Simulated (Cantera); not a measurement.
Cantera run:

```python
import numpy as np
import cantera as ct

gas_names = """
    Cr CrN H H2 N NH NH2 NH3 N2 N2H2 N2H4
""".split()
cond_names = """
    Cr(cr) Cr(L) CrN(s) Cr2N(s)
""".split()


def load(file, names, dense=False):
    # The tables refer to 1 bar. Condensed volumes are neglected.
    table = {s.name: s for s in ct.Species.list_from_file(file)}
    out = []
    for n in names:
        d = dict(table[n].input_data)
        d["thermo"] = dict(d["thermo"], **{"reference-pressure": 1e5})
        if dense:
            d["equation-of-state"] = {"model": "constant-volume", "density": "1e6 g/cm^3"}
        out.append(ct.Species.from_dict(d))
    return out


gas = ct.Solution(thermo="ideal-gas", species=load("nasa_gas.yaml", gas_names))
cond = {s.name: ct.Solution(thermo="fixed-stoichiometry", species=[s], name=s.name)
        for s in load("nasa_condensed.yaml", cond_names, dense=True)}
atoms = {
    'Cr': {'Cr': 1},
    'NH3': {'N': 1, 'H': 3},
}
top_T = {'CrN(s)': 1900, 'Cr2N(s)': 1900}  # K; cautious upper limits of use, not melting points


def equilibrate(T, P, feed):
    n = {}
    for name, mol in feed.items():
        for a, k in atoms[name].items():
            n[a] = n.get(a, 0.0) + k * mol
    gas.TPX = T, P, n
    mass = sum(n.values()) * gas.mean_molecular_weight
    gas.equilibrate("TP")
    valid = [c for c in cond.values() if c.min_temp <= T <= top_T.get(c.name, c.max_temp)]
    mix = ct.Mixture([(gas, mass / gas.mean_molecular_weight)] + [(c, 0.0) for c in valid])
    mix.T, mix.P = T, P
    mix.equilibrate("TP", solver="vcs", rtol=1e-11, max_steps=5000)
    return mix


results = []
feed = {'Cr': 1, 'NH3': 2.1}  # mol
T = 2750  # K
for P in [0.1, 1.5, 22, 320, 4600, 68000, 1000000]:
    mix = equilibrate(T, P, feed)
    results.append((T, P, feed, dict(zip(mix.species_names, mix.species_moles))))

top = {s: max(r[3][s] / sum(r[3][g] for g in gas_names) for r in results) for s in gas_names}
cols = sorted((s for s in top if top[s] > 1e-06), key=lambda s: -top[s])[:9]
seen = [c for c in cond_names if any(r[3].get(c, 0) > 1e-12 for r in results)]
print("log10 of partial pressures in bar; condensed amounts in mol")
print(f"{'P/Pa':>10s}" + "".join(f"{s[:9]:>10s}" for s in cols + seen))
for T, P, feed, n in results:
    ng = sum(n[g] for g in gas_names)
    print(f"{P:10.4g}" + "".join(f"{np.log10(max(n[s] / ng * P / 1e5, 1e-99)):10.3f}" for s in cols)
          + "".join(f"{n.get(c, 0):10.4g}" for c in seen))
```

Output:

```
log10 of partial pressures in bar; condensed amounts in mol
      P/Pa         H        H2        N2        Cr         N       NH3       CrN       NH2     Cr(L)
       0.1    -6.123    -9.915    -6.902    -6.922    -9.070   -23.409   -14.638   -18.986         0
       1.5    -4.948    -7.565    -5.724    -5.745    -8.481   -19.295   -12.872   -16.047         0
        22    -3.798    -5.266    -4.548    -4.569    -7.893   -15.258   -11.107   -13.159         0
       320    -2.777    -3.224    -3.321    -3.342    -7.280   -11.582    -9.268   -10.504         0
      4600    -2.013    -1.697    -2.080    -2.102    -6.660    -8.671    -7.407    -8.357         0
   6.8e+04    -1.376    -0.422    -0.876    -0.897    -6.057    -6.156    -5.600    -6.480         0
     1e+06    -0.740     0.849     0.378    -0.440    -5.431    -3.622    -4.516    -4.581    0.8403
```

Cantera equilibrium calculation (NASA polynomials, part measured and part estimated; ideal gas, pure solids and liquids).
